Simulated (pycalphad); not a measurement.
Source of the numbers: pycalphad with the COST 507 light-alloy database (1999); pressure 1 atm. No gas phase is included, though pure Si would boil below 3027 °C. The data set is of 1999 and partly superseded. Phase fractions are per mole of atoms.

Question: Give the equilibrium state of Si-75.4C (at.%) at 2327 °C.

Answer: graphite, fraction 0.508, with 100 C at.%; CSI, fraction 0.492, with 50.0 C at.%.

Question: Give the equilibrium state of Si-75.4C (at.%) at 3027 °C.

Answer: graphite, fraction 0.675, with 100 C at.%; liquid, fraction 0.325, with 24.4 C at.%.

Database names, with the compositions (at.%) that they take in these runs: CSI: Si 50 C 50.
